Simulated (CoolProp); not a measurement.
Vapour-liquid equilibrium of n-hexane (1) + dimethyl carbonate (2) at 0.22 bar; x and y are mole fractions of (1).

Computed with CoolProp (multi-fluid Helmholtz-energy mixture model, Thol 2019 and Zhou 2011; pair parameters Bell 2016).

```
x     bubble temperature (°C)  y at the bubble point  dew temperature at overall composition x (°C)  liquid density (mol/L)
----  -----------------------  ---------------------  ---------------------------------------------  ----------------------
0.05                     37.9                  0.407                                           47.6                   11.30
0.15                     29.2                  0.634                                           45.2                       …
0.25                     26.6                  0.692                                              …                   10.34
0.35                     25.8                  0.711                                           39.7                   9.860
0.45                     25.5                  0.718                                              …                   9.418
0.55                     25.3                      …                                           32.7                   9.015
0.65                     25.1                  0.738                                              …                   8.648
0.75                     25.0                      …                                           25.1                   8.313
0.85                     25.1                      …                                           25.4                   8.006
0.95                     26.0                  0.914                                           26.4                   7.717
```

### Question
Complete the blanks.

### Answer

- 0.15, liquid density (mol/L): 10.84
- 0.25, dew temperature at overall composition x (°C): 42.6
- 0.45, dew temperature at overall composition x (°C): 36.4
- 0.55, y at the bubble point: 0.725
- 0.65, dew temperature at overall composition x (°C): 28.5
- 0.75, y at the bubble point: 0.764
- 0.85, y at the bubble point: 0.814

y crosses x between x = 0.75 and 0.85: the model has an azeotrope there.

Pair parameters are fitted to limited data, so mixtures are less certain than the pure fluids. With so large a gap from Raoult's law the liquid may split in two, which this calculation doesn't test in full.
